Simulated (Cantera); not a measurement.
## Nitride etching: BN + H2

Feed: 1 mol BN, 1.9 mol H2, held at 1825 K and 3.60 mbar.

Cantera equilibrium calculation (NASA polynomials, part measured and part estimated; ideal gas, pure solids and liquids). Candidate condensed phases: B, BN; 15 gas species. Mutual solubility and eutectic melting of coexisting phases are not modelled. The tables' values for BH2 are old estimates; treat these amounts as uncertain. Rates play no part.

The x(H2) is 0.991 and the x(H) is 0.00731. The x(N2) comes out as 0.00186 and the x(BH2) is 0.000154. The x(B) comes out as 1.51e-6 and the x(BH3) is 1.29e-6. The n(B(s)) is 0.00682 mol. The n(BN(s)) is 0.993 mol. The gas amount is 1.911 mol.
